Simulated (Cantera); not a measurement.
Input: 1 mol TEOS, 1.2 mol CO₂, 1.9 mol N₂, held at 1148 K and 0.420 bar.

Method: chemical equilibrium by Gibbs-energy minimisation in Cantera with the NASA 1993 tables (ideal gas, pure condensed phases). Candidate condensed phases: C, C₆H₆, C₇H₈, C₈H₁₈, H₂O, Si, SiC, SiO₂, Si₂N₂O, Si₃N₄; 151 gas species. The feed counts by its element totals alone. The tables hold silica as quartz up to 1696 K and as liquid above; real silica turns to tridymite and cristobalite and melts near 1996 K. Equilibrium is a limit: real reactors are often held back by kinetics, nucleation or transport.

Problem. What is the equilibrium state?

Solution. 
| Quantity | Result |
|---|---|
| x(H₂) | 0.608 |
| x(CO) | 0.266 |
| x(N₂) | 0.118 |
| x(CH₄) | 0.00369 |
| x(H₂O) | 0.00327 |
| x(CO₂) | 0.00121 |
| x(NH₃) | 1.68e-5 |
| x(HCN) | 1.09e-5 |
| n(C(graphite)) | 4.81 mol |
| n(SiO₂(β-quartz)) | 1.00 mol |
| gas amount | 16.17 mol |
| log10 activity of Si(s) (absent) | -10.74 |
